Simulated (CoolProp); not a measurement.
Saturation properties of water.

Model: reference Helmholtz-energy equation of state, Wagner 2002, in CoolProp.

```
T (K)  p (bar)  enthalpy of vaporisation (kJ/kg)  liquid cp (kJ/(kg K))  liquid viscosity (µPa s)  vapour viscosity (µPa s)  liquid conductivity (mW/(m K))
-----  -------  --------------------------------  ---------------------  ------------------------  ------------------------  ------------------------------
338.5   0.2544                              2345                  4.188                       431                      11.0                             656
354.8   0.5067                              2304                  4.198                       347                      11.6                             668
371.2   0.9456                              2262                  4.213                       287                      12.2                             676
387.6    1.662                              2217                  4.235                       244                      12.7                             681
404      2.772                              2171                  4.263                       211                      13.3                             683
420.4    4.421                              2122                  4.300                       186                      13.9                             682
436.8    6.778                              2070                  4.347                       166                      14.4                             678
453.2    10.04                              2014                  4.405                       150                      15.0                             671
469.6    14.43                              1953                  4.478                       137                      15.5                             662
485.9    20.15                              1888                  4.568                       126                      16.1                             651
502.3    27.54                              1817                  4.681                       117                      16.7                             637
518.7    36.86                              1738                  4.825                       108                      17.3                             622
535.1    48.43                              1651                  5.011                       101                      17.9                             604
551.5    62.58                              1553                  5.259                      94.2                      18.6                             583
```

It boils at 373.1 K under 1 atm.

Viscosity comes from a separate model (Huber 2009). Thermal conductivity comes from a separate model (Huber 2012).
